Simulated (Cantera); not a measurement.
What does this Cantera script print?

```python
import numpy as np
import cantera as ct

gas = ct.Solution("gri30.yaml")
gas.TPX = 750, 130000, {'CH3OH': 1, 'O2': 3.66, 'N2': 13.8}
inlet = ct.Reservoir(gas, clone=True)
gas.equilibrate("HP")  # start burning
reactor = ct.IdealGasConstPressureReactor(gas, energy="on", clone=False)
exhaust = ct.Reservoir(gas, clone=True)
tau = [0.029, 0.014, 0.0066, 0.0032, 0.0015, 0.00073, 0.00035, 0.00017, 8.1e-05, 3.9e-05][0]
for a, b in ((inlet, reactor), (reactor, exhaust)):
    ct.MassFlowController(a, b, mdot=lambda t: reactor.mass / tau)
net = ct.ReactorNet([reactor])
show = ['CH3OH', 'O2', 'N2O', 'C2H4', 'HCO', 'NO2', 'NO']

rows = []
print(f"{'tau/s':>10s}{'T/K':>9s}" + "".join(f"{s:>11s}" for s in show))
for tau in [0.029, 0.014, 0.0066, 0.0032, 0.0015, 0.00073, 0.00035, 0.00017, 8.1e-05, 3.9e-05]:
    net.initial_time = 0.0
    net.advance(30 * tau)
    before = gas.X
    net.advance(40 * tau)
    drift = np.max(np.abs(gas.X - before) / (gas.X + 1e-9))
    rows.append([gas.T, *gas[show].X, drift])
    print(f"{tau:10.3e}{gas.T:9.1f}" + "".join(f"{x:11.3e}" for x in gas[show].X))
```

Result:

```
     tau/s      T/K      CH3OH         O2        N2O       C2H4        HCO        NO2         NO
 2.900e-02   1719.6  8.596e-06  1.138e-01  8.142e-07  4.131e-13  7.171e-08  2.575e-08  5.669e-06
 1.400e-02   1714.8  1.399e-05  1.139e-01  9.314e-07  9.767e-13  1.479e-07  2.220e-08  4.755e-06
 6.600e-03   1707.1  2.317e-05  1.141e-01  9.714e-07  2.857e-12  3.120e-07  1.739e-08  3.724e-06
 3.200e-03   1695.7  3.821e-05  1.145e-01  9.286e-07  9.299e-12  6.390e-07  1.270e-08  2.734e-06
 1.500e-03   1676.7  6.740e-05  1.152e-01  8.203e-07  3.642e-11  1.353e-06  8.657e-09  1.792e-06
 7.300e-04   1645.6  1.303e-04  1.170e-01  6.689e-07  1.589e-10  2.775e-06  5.805e-09  9.739e-07
 3.500e-04    750.0  5.417e-02  1.983e-01 -4.836e-21 -2.585e-23  9.971e-27 -6.371e-21 -2.549e-22
 1.700e-04    750.0  5.417e-02  1.983e-01 -1.703e-24 -1.456e-26  5.120e-27 -3.589e-24 -1.436e-25
 8.100e-05    750.0  5.417e-02  1.983e-01  4.834e-25 -1.236e-29  2.320e-27 -3.069e-27 -1.228e-28
 3.900e-05    750.0  5.417e-02  1.983e-01  2.343e-25 -4.067e-32  1.066e-27 -1.741e-29 -6.963e-31
```

Detailed kinetics in Cantera: GRI-Mech 3.0 (53 species, 325 reactions). GRI-Mech 3.0 was tuned for natural gas; its chemistry of methanol as a main component is partial and can be far from experiment.
